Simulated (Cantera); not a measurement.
Gas mixture: O2 : NO = 0.49 : 0.51 (molar parts), at 880000 Pa, frozen composition.

Cantera's kinetic-theory transport with the Lennard-Jones parameters of GRI-Mech 3.0, ideal gas; thermal conductivity in the mixture-averaged form.

D: mixture-averaged diffusion coefficient of that species in the mixture.

```
T (K)  ρ (kg/m³)  cp (J/kg/K)  μ (µPa s)  λ (mW/m/K)     Pr  D (cm²/s) H2O  D (cm²/s) H  D (cm²/s) CH3
-----  ---------  -----------  ---------  ----------  -----  -------------  -----------  -------------
400         8.20        969.6       24.3        33.1  0.713         0.0455        0.239         0.0431
500         6.56        993.6       28.5        39.9  0.709         0.0693        0.352         0.0635
600         5.47         1022       32.3        46.6  0.708         0.0969        0.482         0.0869
700         4.68         1049       35.8        53.1  0.708          0.128        0.626          0.113
800         4.10         1073       39.2           ?  0.709              ?            ?              ?
900         3.64         1094       42.3           ?  0.709              ?            ?              ?
1000        3.28         1111       45.3        71.0  0.709          0.240         1.14          0.206
```

Complete the blanks.


- 800, λ (mW/m/K): 59.3
- 800, D (cm²/s) H2O: 0.162
- 800, D (cm²/s) H: 0.785
- 800, D (cm²/s) CH3: 0.141
- 900, λ (mW/m/K): 65.3
- 900, D (cm²/s) H2O: 0.200
- 900, D (cm²/s) H: 0.957
- 900, D (cm²/s) CH3: 0.173
